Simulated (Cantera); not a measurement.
An isothermal, constant-pressure homogeneous reactor starts with C2H6 : N2 = 1 : 4.9 (molar parts), at 1800 K and 0.360 Torr. Integrator tolerance rtol = 1e-08.

Cantera simulation using GRI-Mech 3.0 (53 species, 325 reactions); the numbers are that mechanism's predictions, not measurements. GRI-Mech 3.0 stops at C3 and has no aromatics, soot or wall deposition, so with more carbon than oxygen in the feed, carbon stays in small species such as C2H2 where larger ones or solid carbon would form. Radical loss at walls, strong at low pressure, is not modelled.

| quantity | before | after |
|---|---|---|
| x(C2H6) at 7.00 s | 1.18e-7 (gas-phase equilibrium <1e-12) | 1.51e-6 (gas-phase equilibrium <1e-12) |
| x(C2H2) at 7.00 s | 0.124 (gas-phase equilibrium 0.0666) | 0.116 (gas-phase equilibrium 0.0715) |
| x(HCN) at 7.00 s | 2.37e-5 (gas-phase equilibrium 0.119) | 4.10e-6 (gas-phase equilibrium 0.110) |
| x(H) at 7.00 s | 0.00111 (gas-phase equilibrium 0.00820) | 0.000256 (gas-phase equilibrium 0.00163) |
| x(CH2) at 7.00 s | 2.13e-6 (gas-phase equilibrium 2.19e-8) | 6.34e-7 (gas-phase equilibrium 3.22e-9) |

Question: Which change was made?
A) N2 4.9 to 1.5 parts
B) temperature 1800 to 1850 K
C) temperature 1800 to 1625 K
D) temperature 1800 to 1723 K

Answer: C, temperature 1800 to 1625 K
